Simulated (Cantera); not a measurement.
Input: 1 mol BN, 480 mol H₂, 1.9 mol N₂, at 1402 °C and 5.30 mbar.

Cantera equilibrium calculation (NASA polynomials, part measured and part estimated; ideal gas, pure solids and liquids). Candidate condensed phases: B, BN; 15 gas species. Kinetics and transport are ignored.

Base state: H₂ 0.994, N₂ 0.00394, H 0.00159 (mole fractions); condensed: BN(s).

What changes in the equilibrium state with this change: temperature from 1402 °C to 850 °C?


```csv
species,before,after
H₂,0.994,0.996
N₂,0.00394,0.00394
H,0.00159,5.86e-7
"BN(s), mol",0.997,1.00
```
